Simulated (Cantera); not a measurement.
Mixture: C₃H₈ : O₂ : N₂ = 1 : 2.63 : 9.89 (molar parts), at 500000 Pa, adiabatic and at constant volume. Ignition delay is the time to a rise of 400 K.

Cantera simulation using GRI-Mech 3.0 (53 species, 325 reactions); the numbers are that mechanism's predictions, not measurements. GRI-Mech 3.0 was tuned for natural gas; its chemistry of propane as a main component is partial and can be far from experiment.

### Question
Predict: delay at 1250 K; delay at 1400 K; delay at 1550 K; delay at 1700 K; delay at 1850 K; apparent activation energy between 1775 and 1925 K.

### Answer
* **delay at 1250 K**: 1.01 ms
* **delay at 1400 K**: 92.2 µs
* **delay at 1550 K**: 17.0 µs
* **delay at 1700 K**: 5.45 µs
* **delay at 1850 K**: 2.54 µs
* **apparent activation energy between 1775 and 1925 K**: 120 kJ/mol
